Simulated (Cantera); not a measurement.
## Equilibrium for silicon epitaxy and polysilicon growth: SiH₂Cl₂ + Cl₂ + H₂

Feed: 1 mol SiH₂Cl₂, 0.056 mol Cl₂, 19 mol H₂, at 7600 Pa.

Method: chemical equilibrium by Gibbs-energy minimisation in Cantera with the NASA 1993 tables (ideal gas, pure condensed phases). Candidate condensed phases: Si; 19 gas species. The tables' values for SiCl₃, SiCl are old estimates; treat these amounts as uncertain. Gases not in the tables: Si₂H₆ and higher silanes. The numbers say what is thermodynamically allowed, not how fast it happens.

From 825 K to 1650 K the condensed part is Si(s). At 1725 K the condensed part is Si(l). The main Si-bearing gas is SiCl₄ at 825 K and SiCl₂ at 1725 K. The share of Si in condensed phases is highest at 1350 K (66.1 %) and lowest at 825 K (43.4 %).

| T (K) | log p H₂ | log p HCl | log p SiCl₄ | log p SiCl₂ | log p SiHCl₃ | log p SiCl₃ | log p H | log p SiH₂Cl₂ | n Si(s) | n Si(l) |
|---|---|---|---|---|---|---|---|---|---|---|
| 825 | -1.13 | -3.73 | -2.86 | -6.29 | -3.17 | -5.55 | -11.67 | -4.55 | 0.434 | 0 |
| 900 | -1.13 | -3.36 | -2.87 | -5.46 | -3.19 | -5.00 | -10.50 | -4.53 | 0.453 | 0 |
| 975 | -1.14 | -3.06 | -2.90 | -4.77 | -3.23 | -4.56 | -9.51 | -4.53 | 0.483 | 0 |
| 1050 | -1.14 | -2.80 | -2.97 | -4.20 | -3.29 | -4.21 | -8.66 | -4.55 | 0.527 | 0 |
| 1125 | -1.14 | -2.60 | -3.09 | -3.74 | -3.39 | -3.96 | -7.92 | -4.60 | 0.578 | 0 |
| 1200 | -1.15 | -2.45 | -3.29 | -3.39 | -3.55 | -3.81 | -7.28 | -4.70 | 0.624 | 0 |
| 1275 | -1.15 | -2.36 | -3.63 | -3.15 | -3.81 | -3.80 | -6.71 | -4.86 | 0.652 | 0 |
| 1350 | -1.16 | -2.32 | -4.08 | -3.03 | -4.16 | -3.90 | -6.20 | -5.08 | 0.661 | 0 |
| 1425 | -1.16 | -2.30 | -4.58 | -2.96 | -4.54 | -4.07 | -5.74 | -5.32 | 0.660 | 0 |
| 1500 | -1.16 | -2.30 | -5.07 | -2.93 | -4.92 | -4.25 | -5.33 | -5.56 | 0.654 | 0 |
| 1575 | -1.16 | -2.30 | -5.54 | -2.91 | -5.27 | -4.43 | -4.96 | -5.79 | 0.646 | 0 |
| 1650 | -1.16 | -2.30 | -5.97 | -2.90 | -5.60 | -4.60 | -4.62 | -6.00 | 0.639 | 0 |
| 1725 | -1.16 | -2.30 | -6.36 | -2.90 | -5.90 | -4.77 | -4.31 | -6.20 | 0 | 0.644 |
log p: log10 of the partial pressure in bar; n: condensed amount in mol.
